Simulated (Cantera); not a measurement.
A Cantera script and its output.

```python
import numpy as np
import cantera as ct

gas = ct.Solution("gri30.yaml")
gas.TPX = 800, 1100000, {'H2': 1, 'O2': 1.14, 'N2': 6.02, 'NO': 0.023, 'H2O': 0.022}
inlet = ct.Reservoir(gas, clone=True)
gas.equilibrate("HP")  # start burning
reactor = ct.IdealGasConstPressureReactor(gas, energy="on", clone=False)
exhaust = ct.Reservoir(gas, clone=True)
tau = [0.072, 0.021, 0.0061, 0.0018, 0.00051, 0.00015, 4.3e-05, 1.3e-05, 3.7e-06][0]
for a, b in ((inlet, reactor), (reactor, exhaust)):
    ct.MassFlowController(a, b, mdot=lambda t: reactor.mass / tau)
net = ct.ReactorNet([reactor])
show = ['H2', 'O2', 'NO', 'N2O', 'NO2', 'N2', 'OH']

rows = []
print(f"{'tau/s':>10s}{'T/K':>9s}" + "".join(f"{s:>11s}" for s in show))
for tau in [0.072, 0.021, 0.0061, 0.0018, 0.00051, 0.00015, 4.3e-05, 1.3e-05, 3.7e-06]:
    net.initial_time = 0.0
    net.advance(30 * tau)
    before = gas.X
    net.advance(40 * tau)
    drift = np.max(np.abs(gas.X - before) / (gas.X + 1e-9))
    rows.append([gas.T, *gas[show].X, drift])
    print(f"{tau:10.3e}{gas.T:9.1f}" + "".join(f"{x:11.3e}" for x in gas[show].X))
```

Result:

```
     tau/s      T/K         H2         O2         NO        N2O        NO2         N2         OH
 7.200e-02   1704.1  2.462e-05  8.299e-02  2.954e-03  6.386e-07  2.812e-05  7.813e-01  2.496e-04
 2.100e-02   1703.5  5.974e-05  8.298e-02  2.944e-03  1.064e-06  3.873e-05  7.812e-01  3.240e-04
 6.100e-03   1702.3  1.425e-04  8.297e-02  2.930e-03  1.889e-06  5.214e-05  7.812e-01  4.475e-04
 1.800e-03   1699.9  3.290e-04  8.298e-02  2.918e-03  3.060e-06  6.134e-05  7.811e-01  6.364e-04
 5.100e-04   1694.9  7.708e-04  8.305e-02  2.913e-03  4.091e-06  6.035e-05  7.808e-01  9.276e-04
 1.500e-04   1684.5  1.752e-03  8.329e-02  2.915e-03  4.490e-06  5.054e-05  7.802e-01  1.326e-03
 4.300e-05   1661.6  4.058e-03  8.400e-02  2.919e-03  4.302e-06  3.740e-05  7.789e-01  1.857e-03
 1.300e-05   1611.9  9.484e-03  8.607e-02  2.920e-03  3.728e-06  2.632e-05  7.761e-01  2.376e-03
 3.700e-06    800.0  1.219e-01  1.389e-01  2.803e-03  1.707e-14  4.767e-12  7.337e-01  1.033e-13
```

Computed with Cantera and GRI-Mech 3.0 (53 species, 325 reactions). The hydrogen kinetics of GRI-Mech 3.0 are dated; newer H2 mechanisms differ, most at raised pressure. The mechanism lacks 2 NO + O2 → 2 NO2 and HONO, so NO2 and the effect of NO are under-described below about 1400 K.
